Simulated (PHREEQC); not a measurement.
Make-up at 20 °C: 0.048 mol/kgw NH3 and 0.012 mol/kgw H3BO3. Closed to the air; pH follows from the charge balance.

Model: ion-association model, wateq4f.dat, run in PHREEQC.

```
Quantity                  Result
----------------  --------------
pH                         10.01
ionic strength    0.0103 mol/kgw
total alkalinity     48.0 meq/kg
```

| species | molality | activity | log γ |
|---|---|---|---|
| NH3 | 0.0377 | 0.0377 | 0.000 |
| NH4+ | 0.0103 | 0.00933 | -0.045 |
| H2BO3- | 0.0103 | 0.00921 | -0.047 |
| H3BO3 | 0.00173 | 0.00173 | 0.001 |
| OH- | 7.65e-5 | 6.88e-5 | -0.046 |

This is a speciation only: nothing precipitates in the calculation.
